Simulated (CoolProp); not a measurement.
Dodecamethylpentasiloxane (MD3M) along the isotherm 620 K: density (kg/m³) from the reference equation and from simpler models built on Tc = 628.0 K, pc = 954.0 kPa, ω = 0.730; each cubic takes its own stable root.

Values from CoolProp's reference Helmholtz-energy equation of state, Thol 2019.

| p (kPa) | phase | reference |
|---|---|---|
| 7.54 | gas | 0.5646 |
| 17.2 | gas | 1.293 |
| 39.1 | gas | 2.966 |
| 88.9 | gas | 6.891 |
| 202 | gas | 16.51 |
| 460 | gas | 43.82 |
| 1050 | liquid | 443.0 |
| 2380 | liquid | 509.8 |

### Question
How far does each simpler model (van der Waals, Redlich-Kwong) lie from the reference over these 8 states: mean and median of the absolute difference, and the worst?

### Answer
- van der Waals: mean 9.8 %, median 1.4 %, worst -37.9 % at 620 K and 1050 kPa
- Redlich-Kwong: mean 5.3 %, median 0.6 %, worst -24.3 % at 620 K and 1050 kPa
